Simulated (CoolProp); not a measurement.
A simple Rankine cycle with isobutene: condensing at 322.15 K, boiler at 2.85 MPa, turbine inlet 437.6 K, turbine efficiency 0.75, pump efficiency 0.7, no recuperator. Each further row changes one setting.

Values from CoolProp's reference Helmholtz-energy equation of state, Lemmon 2005. It is a short technical equation, of lower accuracy than the large ones.

```tsv
case	thermal efficiency (%)	net work (kJ/kg)	heat in (kJ/kg)	turbine exit temperature (K)	volume ratio over the turbine
as stated	10.6	(withheld)	510	(withheld)	5.27
turbine inlet 457.6 K	10.6	(withheld)	561	408.8	(withheld)
condensing temperature 314.15 K	11.7	62.1	530	381.0	6.49
boiler pressure 1.99 MPa	8.6	46.0	533	401.6	(withheld)
turbine efficiency 0.65	9.1	46.2	510	390.4	5.33
```

Q: Fill in the missing entries.

A: 
- as stated, net work (kJ/kg): 54.2
- as stated, turbine exit temperature (K): 386.4
- turbine inlet 457.6 K, net work (kJ/kg): 59.3
- turbine inlet 457.6 K, volume ratio over the turbine: 5.09
- boiler pressure 1.99 MPa, volume ratio over the turbine: 3.45
